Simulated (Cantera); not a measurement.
# Moist CO burnout

An isothermal, constant-pressure homogeneous reactor starts with 0.509 % CO, 6.76 % O2, 0.0926 % H2O, 92.6 % N2, equivalence ratio 0.038, at 1048 K and 0.118 atm.

Cantera simulation using GRI-Mech 3.0 (53 species, 325 reactions); the numbers are that mechanism's predictions, not measurements.

```
t (s)         x CO    x O2     x H2O       x H     x HO2      x OH
--------  --------  ------  --------  --------  --------  --------
3.00e-5    0.00509  0.0676  0.000926    <1e-12    <1e-12    <1e-12
6.97e-5    0.00509  0.0676  0.000926    <1e-12    <1e-12    <1e-12
0.000162   0.00509  0.0676  0.000926    <1e-12    <1e-12    <1e-12
0.000376   0.00509  0.0676  0.000926    <1e-12    <1e-12    <1e-12
0.000874   0.00509  0.0676  0.000926    <1e-12    <1e-12    <1e-12
0.00203    0.00509  0.0676  0.000926    <1e-12    <1e-12  2.56e-12
0.00472    0.00509  0.0676  0.000926  2.72e-12  2.77e-12  1.24e-11
0.0110     0.00509  0.0676  0.000926  1.35e-11  2.98e-11  5.93e-11
0.0254     0.00509  0.0676  0.000926  7.92e-11  3.50e-10  3.45e-10
0.0591     0.00509  0.0676  0.000926   1.33e-9   8.23e-9   5.79e-9
0.137      0.00499  0.0675  0.000922   2.03e-6   4.95e-7   5.20e-6
0.319      0.00165  0.0659  0.000911   8.61e-6   7.71e-7   1.70e-5
0.741     0.000345  0.0654  0.000923   8.52e-7   3.63e-7   7.96e-6
1.72       6.59e-5  0.0653  0.000927   7.43e-8   1.41e-7   3.61e-6
4.00       1.17e-5  0.0652  0.000928   6.04e-9   4.32e-8   1.62e-6
```
x: mole fraction; the columns are a selection and need not sum to one.

Equilibrium at this temperature and pressure: CO 1.68e-11, O2 0.0652, H2O 0.000929, H <1e-12, HO2 4.57e-11, OH 3.45e-8 (gas phase only).
